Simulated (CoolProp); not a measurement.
Vapour-liquid equilibrium of ethylene (1) + n-butane (2) at 199.5 K; x and y are mole fractions of (1).

Model: multi-fluid Helmholtz-energy mixture model, Smukala 2000 and Bücker 2006; pair parameters Bell 2016, in CoolProp.

```tsv
x	bubble pressure, mixture model (MPa)	bubble pressure, Raoult's law (MPa)	y, mixture model	y, Raoult's law
0.05	0.03352	0.02408	0.946	0.926
0.15	0.07861	0.06852	0.978	0.977
0.25	0.1134	0.1130	0.986	0.988
0.35	0.1466	0.1574	0.990	0.992
0.45	0.1823	0.2018	0.993	0.995
0.55	0.2226	0.2463	0.995	0.997
0.65	0.2680	0.2907	0.997	0.998
0.75	0.3177	0.3351	0.998	0.999
0.85	0.3696	0.3796	0.999	0.999
0.95	0.4211	0.4240	1.000	1.000
```

The largest gap from Raoult's law is +39.2 % in bubble pressure, at x = 0.05. No azeotrope shows between x = 0.05 and 0.95.

Pair parameters are fitted to limited data, so mixtures are less certain than the pure fluids. The gap from Raoult's law changes sign with composition, which may be real or a fault of the pair parameters; it wasn't checked against measurements.
